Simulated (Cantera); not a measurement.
A perfectly stirred reactor is fed with CH4 : C2H6 : O2 : N2 = 1 : 0.43 : 4.55 : 17.1 (molar parts), equivalence ratio 0.77, at 1.00 bar; it is adiabatic with a 673 K inlet, and is followed from long to short residence time, starting on the burning branch (τ in s: 0.099, 0.046, 0.021, 0.0096, 0.0044, 0.002, 0.00092, 0.00042, 0.00019, 8.9e-05, 4.1e-05).

Detailed kinetics in Cantera: GRI-Mech 3.0 (53 species, 325 reactions).

Problem. Predict: blow-out, bracketed by the residence times tried; x(CH4) at τ = 99.0 ms; x(C2H6) at τ = 99.0 ms; x(O2) at τ = 99.0 ms; x(OH) at τ = 99.0 ms; x(H) at τ = 99.0 ms; x(CH4) at τ = 2.00 ms; x(C2H6) at τ = 2.00 ms; x(O2) at τ = 2.00 ms; x(OH) at τ = 2.00 ms; x(H) at τ = 2.00 ms.

Solution. 
| Item | Value |
|---|---|
| blow-out, bracketed by the residence times tried | burning at 89.0 µs, out at 41.0 µs |
| x(CH4) at τ = 99.0 ms | 1.38e-6 |
| x(C2H6) at τ = 99.0 ms | 8.06e-8 |
| x(O2) at τ = 99.0 ms | 0.0443 |
| x(OH) at τ = 99.0 ms | 0.00459 |
| x(H) at τ = 99.0 ms | 0.000231 |
| x(CH4) at τ = 2.00 ms | 2.81e-5 |
| x(C2H6) at τ = 2.00 ms | 2.71e-6 |
| x(O2) at τ = 2.00 ms | 0.0484 |
| x(OH) at τ = 2.00 ms | 0.00809 |
| x(H) at τ = 2.00 ms | 0.00186 |
